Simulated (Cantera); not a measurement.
Input: 1 mol Al, 1.5 mol I2, 2 mol N2, held at 873 K and 1.10 Pa.

Cantera equilibrium calculation (NASA polynomials, part measured and part estimated; ideal gas, pure solids and liquids). Candidate condensed phases: Al, AlI3, AlN, I2; 10 gas species. Equilibrium is a limit: real reactors are often held back by kinetics, nucleation or transport.

Base state: I 0.546, N2 0.388, AlI3 0.0496, I2 0.0157 (mole fractions); condensed: AlN(s).

What changes in the equilibrium state with this change: pressure from 1.10 Pa to 21.0 mbar?


```csv
species,before,after
N2,0.388,0.635
AlI3,0.0496,0.282
I2,0.0157,0.0588
I,0.546,0.0242
Al2I6,1.39e-9,8.53e-5
"AlN(s), mol",0.795,0.144
```
